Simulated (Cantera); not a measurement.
Ignition delay

Mixture: 14.4 % CH4, 18.0 % O2, 67.6 % N2, equivalence ratio 1.6, at 2.57 atm, adiabatic and at constant pressure. Ignition delay is the time to a rise of 400 K.

Model: GRI-Mech 3.0 (53 species, 325 reactions), integrated in Cantera.

```json
[
 {"T0 (K)": "1225", "delay (ms)": "17.8"},
 {"T0 (K)": "1275", "delay (ms)": "9.32"},
 {"T0 (K)": "1325", "delay (ms)": "5.02"},
 {"T0 (K)": "1375", "delay (ms)": "2.78"},
 {"T0 (K)": "1425", "delay (ms)": "1.57"},
 {"T0 (K)": "1475", "delay (ms)": "0.910"},
 {"T0 (K)": "1525", "delay (ms)": "0.540"}
]
```

* **apparent activation energy between 1425 and 1525 K**: 190 kJ/mol
